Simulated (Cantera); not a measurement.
**Transport properties of process gases**

Gas mixture: NO : N2O : N2 = 0.4 : 0.76 : 0.82 (molar parts), at 0.000340 bar, frozen composition.

Cantera's kinetic-theory transport with the Lennard-Jones parameters of GRI-Mech 3.0, ideal gas; thermal conductivity in the multicomponent form. The composition is frozen, though it would react at the higher temperatures.

```tsv
T (K)	ρ (kg/m³)	cp (J/kg/K)	μ (µPa s)	λ (mW/m/K)	Pr	D (cm²/s) H	D (cm²/s) O	D (cm²/s) CH3
400	0.000353	1001	21.2	29.6	0.717	5580	1440	1010
600	0.000236	1082	28.8	43.2	0.722	11400	2880	2050
800	0.000177	1150	35.4	56.2	0.724	18600	4690	3350
1000	0.000141	1205	41.3	68.6	0.724	27100	6810	4890
1200	0.000118	1240	46.6	79.9	0.724	36800	9240	6640
1400	0.000101	1269	51.7	90.6	0.724	47600	11900	8600
1600	8.83e-5	1292	56.4	101	0.723	59500	14900	10700
1800	7.85e-5	1311	60.9	111	0.723	72400	18100	13100
```
D: mixture-averaged diffusion coefficient of that species in the mixture.
